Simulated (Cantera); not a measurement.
**Tantalum, niobium, vanadium and zirconium in process gases: Ta + CH₄ + H₂**

A closed system holds: 1 mol Ta, 0.73 mol CH₄, 29 mol H₂, held at 67.0 Pa.

These are equilibrium values from Cantera (NASA tables, ideal gas, pure condensed phases), not measurements of a reactor. Candidate condensed phases: C, C₆H₆, C₇H₈, C₈H₁₈, Ta, TaC; 77 gas species. Mutual solubility and eutectic melting of coexisting phases are not modelled. TaC: taken at fixed stoichiometry. Condensed phases not in the tables: Ta₂C, N, O or C dissolved in the metal. Equilibrium is a limit: real reactors are often held back by kinetics, nucleation or transport.

| T (K) | log p H₂ | log p H | log p Ta | log p C | log p CH | log p C₂H₂ (acetylene) | log p C₂H | log p C₂ | n Ta(s) | n TaC(s) |
|---|---|---|---|---|---|---|---|---|---|---|
| 800 | -3.17 | -13.13 | <-15 | <-15 | <-15 | <-15 | <-15 | <-15 | 0.270 | 0.730 |
| 950 | -3.17 | -10.84 | <-15 | <-15 | <-15 | <-15 | <-15 | <-15 | 0.270 | 0.730 |
| 1100 | -3.17 | -9.17 | <-15 | <-15 | <-15 | <-15 | <-15 | <-15 | 0.270 | 0.730 |
| 1250 | -3.17 | -7.90 | <-15 | <-15 | <-15 | <-15 | <-15 | <-15 | 0.270 | 0.730 |
| 1400 | -3.17 | -6.90 | <-15 | <-15 | <-15 | <-15 | <-15 | <-15 | 0.270 | 0.730 |
| 1550 | -3.17 | -6.09 | <-15 | <-15 | <-15 | <-15 | <-15 | <-15 | 0.270 | 0.730 |
| 1700 | -3.18 | -5.42 | <-15 | <-15 | <-15 | <-15 | <-15 | <-15 | 0.270 | 0.730 |
| 1850 | -3.18 | -4.86 | -14.72 | <-15 | <-15 | -14.68 | <-15 | <-15 | 0.270 | 0.730 |
| 2000 | -3.20 | -4.39 | -13.07 | -14.18 | -15.05 | -13.64 | <-15 | <-15 | 0.270 | 0.730 |
| 2150 | -3.24 | -4.00 | -11.64 | -12.62 | -13.74 | -12.77 | -15.05 | <-15 | 0.270 | 0.730 |
| 2300 | -3.34 | -3.68 | -10.40 | -11.26 | -12.62 | -12.07 | -13.76 | <-15 | 0.270 | 0.730 |
| 2450 | -3.50 | -3.45 | -9.31 | -10.08 | -11.69 | -11.55 | -12.68 | -13.67 | 0.270 | 0.730 |
| 2600 | -3.77 | -3.30 | -8.35 | -9.03 | -10.93 | -11.20 | -11.79 | -12.33 | 0.270 | 0.730 |
| 2750 | -4.12 | -3.23 | -7.49 | -8.09 | -10.31 | -11.01 | -11.05 | -11.13 | 0.268 | 0.729 |
log p: log10 of the partial pressure in bar; n: condensed amount in mol.

From 800 K to 2750 K the condensed part is Ta(s) + TaC(s).
